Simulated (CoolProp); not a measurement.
Vapour-liquid equilibrium of R125 (1) + R1234yf (2) at 0.318 bar; x and y are mole fractions of (1).

Values from CoolProp's multi-fluid Helmholtz-energy mixture model, Lemmon 2005 and Lemmon 2022; pair parameters Bell 2023.

```csv
x,bubble temperature (K),y at the bubble point,dew temperature at overall composition x (K),liquid density (mol/L)
0.05,218.9,0.117,219.7,(withheld)
0.2,215.5,0.388,217.9,11.94
0.35,212.6,0.579,(withheld),12.16
0.5,210.2,0.719,213.8,(withheld)
0.65,208.1,0.827,211.4,12.62
0.8,206.2,0.912,208.6,12.87
0.95,204.6,0.980,205.3,(withheld)
```

### Question
Some entries are withheld; supply them.

### Answer

- 0.05, liquid density (mol/L): 11.71
- 0.35, dew temperature at overall composition x (K): 216.0
- 0.5, liquid density (mol/L): 12.39
- 0.95, liquid density (mol/L): 13.13

No azeotrope shows between x = 0.05 and 0.95.

Pair parameters are fitted to limited data, so mixtures are less certain than the pure fluids.
